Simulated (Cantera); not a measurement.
Charge: 1 mol AlN, 0.012 mol Cl2, 0.021 mol O2, at 278 Torr.

Cantera equilibrium calculation (NASA polynomials, part measured and part estimated; ideal gas, pure solids and liquids). Candidate condensed phases: Al, AlCl3, AlN, Al2O3; 24 gas species. Mutual solubility and eutectic melting of coexisting phases are not modelled. The tables' values for AlCl2 are old estimates; treat these amounts as uncertain. Condensed phases not in the tables: AlOCl. The numbers say what is thermodynamically allowed, not how fast it happens.

x: gas mole fraction; n: condensed amount in mol.

```tsv
T (K)	x N2	x AlCl3	x AlCl2	x Al2Cl6	x AlCl	n AlN(s)	n Al2O3(s)
975	0.696	0.300	5.25e-7	0.00472	1.58e-10	0.964	0.0140
1025	0.694	0.304	1.89e-6	0.00242	1.30e-9	0.964	0.0140
1075	0.693	0.305	5.99e-6	0.00131	8.76e-9	0.964	0.0140
1125	0.693	0.306	1.71e-5	0.000752	4.96e-8	0.964	0.0140
1175	0.693	0.307	4.44e-5	0.000452	2.42e-7	0.964	0.0140
1225	0.692	0.307	0.000107	0.000284	1.03e-6	0.964	0.0140
1275	0.692	0.307	0.000239	0.000185	3.93e-6	0.964	0.0140
1325	0.692	0.307	0.000502	[?]	[?]	0.964	0.0140
1375	0.692	0.307	0.000997	8.70e-5	4.21e-5	0.964	0.0140
1425	0.692	0.306	0.00188	[?]	[?]	0.964	0.0140
1475	0.692	0.305	0.00340	4.52e-5	0.000325	0.964	0.0140
1525	0.691	0.302	0.00589	3.35e-5	0.000814	0.964	0.0140
```

**Question.** Some entries are withheld; supply them.

**Answer.** 
- 1325, x Al2Cl6: 0.000125
- 1325, x AlCl: 1.35e-5
- 1425, x Al2Cl6: 6.21e-5
- 1425, x AlCl: 0.000121
